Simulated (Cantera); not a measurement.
Input: 1 mol SiCl₄, 31 mol N₂, 0.91 mol H₂, equilibrated at 1800 °C and 48.0 Pa.

Cantera equilibrium calculation (NASA polynomials, part measured and part estimated; ideal gas, pure solids and liquids). Candidate condensed phases: NH₄Cl, Si, Si₃N₄; 28 gas species. The tables' values for SiCl, SiN, SiCl₃ are old estimates; treat these amounts as uncertain. Kinetics and transport are ignored.

Base state: N₂ 0.883, Cl 0.0416, HCl 0.0333, SiCl₂ 0.0186, H 0.00853, Si 0.00801, H₂ 0.00503, SiCl 0.00174 (mole fractions); condensed: gas only.

Q: What changes in the equilibrium state with this change: H₂ from 0.91 to 2.6 mol?

A: 
```json
[
 {"species": "N₂", "before": "0.883", "after": "0.838"},
 {"species": "HCl", "before": "0.0333", "after": "0.0545"},
 {"species": "H₂", "before": "0.00503", "after": "0.0322"},
 {"species": "H", "before": "0.00853", "after": "0.0216"},
 {"species": "Si", "before": "0.00801", "after": "0.0127"},
 {"species": "Cl", "before": "0.0416", "after": "0.0269"},
 {"species": "SiCl₂", "before": "0.0186", "after": "0.0124"},
 {"species": "SiH", "before": "7.16e-6", "after": "2.87e-5"},
 {"species": "SiCl₃", "before": "3.43e-5", "after": "1.48e-5"},
 {"species": "SiN", "before": "3.63e-5", "after": "5.60e-5"},
 {"species": "SiCl", "before": "0.00174", "after": "0.00179"}
]
```
